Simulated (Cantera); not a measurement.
**N2O furnace oxynitridation**

An isothermal, constant-pressure homogeneous reactor starts with 43.5 % N2O, 56.5 % N2, at 1373 K and 1.00 bar.

Model: GRI-Mech 3.0 (53 species, 325 reactions), integrated in Cantera. GRI-Mech 3.0 was tuned for natural gas; its chemistry of N2O as a main component is partial and can be far from experiment. The mechanism lacks the step 2 NO + O2 → 2 NO2, which can matter for NO2 below about 1400 K. The temperature is held fixed by assumption; the heat of reaction is taken as removed at once.

```csv
t (s),x N2O,x NO2,x O,x N2,x NO,x O2
2.00e-6,0.435,<1e-12,3.92e-6,0.565,1.87e-7,4.15e-7
6.75e-6,0.435,1.06e-11,1.01e-5,0.565,1.78e-6,3.95e-6
2.28e-5,0.435,5.14e-10,1.68e-5,0.565,1.24e-5,2.75e-5
7.70e-5,0.434,1.04e-8,1.78e-5,0.565,5.60e-5,0.000125
0.000260,0.433,1.33e-7,1.78e-5,0.566,0.000204,0.000455
0.000877,0.430,1.38e-6,1.78e-5,0.568,0.000701,0.00156
0.00296,0.419,1.07e-5,1.77e-5,0.573,0.00233,0.00522
0.0100,0.385,5.11e-5,1.72e-5,0.591,0.00740,0.0167
0.0338,0.293,0.000159,1.56e-5,0.638,0.0205,0.0476
0.114,0.134,0.000328,1.09e-5,0.722,0.0408,0.103
0.385,0.0198,0.000399,3.02e-6,0.785,0.0500,0.145
1.30,0.000150,0.000353,2.69e-7,0.796,0.0502,0.153
4.39,7.82e-7,0.000350,2.43e-7,0.796,0.0502,0.153
14.8,7.80e-7,0.000349,2.43e-7,0.796,0.0501,0.153
50.0,7.71e-7,0.000347,2.43e-7,0.796,0.0498,0.153
```
x: mole fraction; the columns are a selection and need not sum to one.

Equilibrium at this temperature and pressure: N2O 3.84e-8, NO2 4.41e-6, O 2.62e-7, N2 0.821, NO 0.000587, O2 0.178 (gas phase only).
